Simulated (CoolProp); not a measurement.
R407C along the isotherm 500 K: Z from the reference equation and from simpler models built on Tc = 359.3 K, pc = 4.632 MPa, ω = 0.363; each cubic takes its own stable root.

Values from CoolProp's reference Helmholtz-energy equation of state, Lemmon 2003. It is a pseudo-pure fit of the blend.

| p (MPa) | phase | reference |
|---|---|---|
| 0.165 | gas | 0.9963 |
| 0.331 | gas | 0.9925 |
| 0.496 | gas | 0.9888 |
| 0.662 | gas | 0.9851 |
| 0.827 | gas | 0.9814 |
| 0.993 | gas | 0.9777 |
| 1.16 | gas | 0.9739 |
| 1.32 | gas | 0.9703 |
| 1.49 | gas | 0.9665 |
| 1.65 | gas | 0.9630 |
| 1.82 | gas | 0.9592 |
| 1.99 | gas | 0.9554 |
| 2.15 | gas | 0.9518 |
| 2.32 | gas | 0.9481 |

Problem. How far does each simpler model (van der Waals, Redlich-Kwong, Soave-Redlich-Kwong) lie from the reference over these 14 states: mean and median of the absolute difference, and the worst?

Solution. 
- van der Waals: mean 0.8 %, median 0.7 %, worst -1.5 % at 500 K and 2.32 MPa
- Redlich-Kwong: mean 0.6 %, median 0.6 %, worst -1.1 % at 500 K and 2.32 MPa
- Soave-Redlich-Kwong: mean 0.6 %, median 0.6 %, worst +1.2 % at 500 K and 2.32 MPa
